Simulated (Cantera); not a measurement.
A closed system holds: 1 mol Si, 0.17 mol O₂, 5.5 mol H₂, held at 210 Torr.

Equilibrium computed with Cantera from the NASA thermochemical tables; the gas is ideal and each condensed phase is pure. Candidate condensed phases: H₂O, Si, SiO₂; 18 gas species. Mutual solubility and eutectic melting of coexisting phases are not modelled. Equilibrium is a limit: real reactors are often held back by kinetics, nucleation or transport. All values below are at 1098 K.

Base state: H₂ 1.00 (mole fractions); condensed: Si(s) + SiO₂(β-quartz).

Task: What changes in the equilibrium state with this change: Si replaced by SiC?

Result: 
```tsv
species	before	after
H₂	1.00	0.990
CH₄	0	0.0100
CO	0	1.16e-5
Si(s), mol	0.830	0
SiO₂(β-quartz), mol	0.170	0.170
C(graphite), mol	0	0.115
SiC(s), mol	0	0.830
```
Further candidate phases: C, C₆H₆, C₇H₈, C₈H₁₈, SiC.
